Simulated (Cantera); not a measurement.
MgF2 + HF + H2 + H2O (halide evaporation, hydrolysis and transport)

Charge: 1 mol MgF2, 0.045 mol HF, 5.2 mol H2, 0.16 mol H2O, equilibrated at 1330 Pa.

These are equilibrium values from Cantera (NASA tables, ideal gas, pure condensed phases), not measurements of a reactor. Candidate condensed phases: H2O, Mg, MgF2, MgO, Mg(OH)2; 31 gas species. Mutual solubility and eutectic melting of coexisting phases are not modelled. Kinetics and transport are ignored.

From 1048 K to 1348 K the condensed part is MgF2(s) + MgO(s).

```csv
T (K),x H2,x HF,x H2O,x MgF2,x H,x MgF,x Mg,x Mg2F4,n MgF2(s),n MgO(s)
1048,0.961,0.00989,0.0288,9.00e-9,6.56e-8,<1e-12,<1e-12,<1e-12,0.996,0.00426
1073,0.960,0.0128,0.0273,2.50e-8,1.19e-7,2.28e-12,<1e-12,<1e-12,0.988,0.0123
1098,0.958,0.0163,0.0255,6.61e-8,2.10e-7,8.19e-12,1.69e-12,<1e-12,0.978,0.0218
1123,0.956,0.0203,0.0234,1.67e-7,3.61e-7,2.80e-11,6.08e-12,1.42e-12,0.967,0.0327
1148,0.954,0.0248,0.0211,4.05e-7,6.06e-7,9.18e-11,2.11e-11,4.63e-12,0.955,0.0450
1173,0.952,0.0295,0.0186,9.45e-7,9.96e-7,2.89e-10,7.14e-11,1.44e-11,0.942,0.0582
1198,0.949,0.0345,0.0161,2.12e-6,1.60e-6,8.79e-10,2.35e-10,4.25e-11,0.928,0.0719
1223,0.947,0.0394,0.0135,4.61e-6,2.53e-6,2.59e-9,7.61e-10,1.20e-10,0.914,0.0856
1248,0.945,0.0440,0.0111,9.70e-6,3.93e-6,7.40e-9,2.42e-9,3.24e-10,0.901,0.0987
1273,0.943,0.0483,0.00895,1.98e-5,6.00e-6,2.06e-8,7.58e-9,8.41e-10,0.889,0.111
1298,0.941,0.0520,0.00704,3.93e-5,9.00e-6,5.60e-8,2.34e-8,2.10e-9,0.879,0.121
1323,0.939,0.0550,0.00545,7.58e-5,1.33e-5,1.48e-7,7.08e-8,5.06e-9,0.870,0.130
1348,0.938,0.0575,0.00417,0.000143,1.94e-5,3.82e-7,2.10e-7,1.18e-8,0.862,0.137
```
x: gas mole fraction; n: condensed amount in mol.
